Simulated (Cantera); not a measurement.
An isothermal, constant-pressure homogeneous reactor starts with H2 : O2 : N2 = 0.93 : 1 : 82 (molar parts), at 1423 K and 13300 Pa.

Model: GRI-Mech 3.0 (53 species, 325 reactions), integrated in Cantera.

Task: Predict: x(H2) at 6.00 s; x(O2) at 6.00 s; x(HO2) at 6.00 s; x(NO) at 6.00 s; x(H) at 6.00 s.

Result: 
- x(H2) at 6.00 s = 3.90e-7 (gas-phase equilibrium 2.47e-7)
- x(O2) at 6.00 s = 0.00640 (gas-phase equilibrium 0.00633)
- x(HO2) at 6.00 s = 1.91e-9 (gas-phase equilibrium 1.59e-9)
- x(NO) at 6.00 s = 4.83e-6 (gas-phase equilibrium 0.000160)
- x(H) at 6.00 s = 1.82e-8 (gas-phase equilibrium 9.10e-9)
